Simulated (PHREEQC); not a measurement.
# Metal-bearing waste water

Consider water at 25 °C with 0.0039 mol/kgw CdCl2, 0.023 mol/kgw MgSO4 and 0.71 mol/kgw HCl. Closed to the air; pH follows from the charge balance.

Equilibrium calculation in PHREEQC: ion-association model, phreeqc.dat.

Precipitation was switched off in this run.

Question: What pH does the model give?

Answer: pH 0.29.

Question: In which forms is Cd present?

Answer: CdCl2 43 %, CdCl+ 36 %, CdCl3- 19 %, Cd+2 2.0 % of the Cd.

Caution: at this ionic strength the ion-association model is outside its range; a Pitzer model would be the better tool where its parameters exist. Species that the database lacks are ignored.
